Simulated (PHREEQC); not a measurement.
Consider water at 29 °C with 0.046 mol HF, 0.00096 mol (NH4)2SiF6, 0.0012 mol H3PO4 and 0.0013 mol HCl per kg of water. Closed to the air; pH follows from the charge balance.

Model: ion-association model, phreeqc.dat, run in PHREEQC.

```json
{
  "pH": "2.19",
  "ionic_strength": "0.00987 mol/kgw",
  "total_alkalinity": "-52.3 meq/kg"
}
```

| species | molality | activity | log γ |
|---|---|---|---|
| HF | 0.0403 | 0.0403 | 0.001 |
| H+ | 0.00699 | 0.00638 | -0.039 |
| F- | 0.00436 | 0.00392 | -0.046 |
| NH4+ | 0.00192 | 0.00172 | -0.047 |
| Cl- | 0.00130 | 0.00117 | -0.045 |
| SiF6-2 | 0.000960 | 0.000641 | -0.175 |
| HF2- | 0.000693 | 0.000625 | -0.045 |
| H2PO4- | 0.000635 | 0.000575 | -0.043 |

This is a speciation only: nothing precipitates in the calculation. SiF6-2 is the database's only silicon fluoride.
